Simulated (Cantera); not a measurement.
A closed system holds: 1 mol AlN, 0.76 mol N₂, equilibrated at 1798 K and 59.0 Pa.

These are equilibrium values from Cantera (NASA tables, ideal gas, pure condensed phases), not measurements of a reactor. Candidate condensed phases: Al, AlN; 5 gas species. Rates play no part.

Base state: N₂ 0.980, Al 0.0202 (mole fractions); condensed: AlN(s).

**Question.** What changes in the equilibrium state with this change: temperature from 1798 K to 2600 K?

**Answer.** 
| species | before | after |
|---|---|---|
| N₂ | 0.980 | 0.558 |
| Al | 0.0202 | 0.442 |
| N | 1.44e-9 | 2.19e-5 |
| AlN(s), mol | 0.984 | 0 |
